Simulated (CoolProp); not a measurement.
Computed with CoolProp (reference Helmholtz-energy equation of state, Lemmon 2006). It is a short technical equation, of lower accuracy than the large ones.

Question: For carbonyl sulfide, give the phase and the cp (kJ/(kg K)), speed of sound (m/s), isothermal compressibility (1/MPa) at 455.1 K and 8380 kPa.

Answer: 
- 455.1 K and 8380 kPa: supercritical; cp 1.26, speed of sound 236, isothermal compressibility 0.170
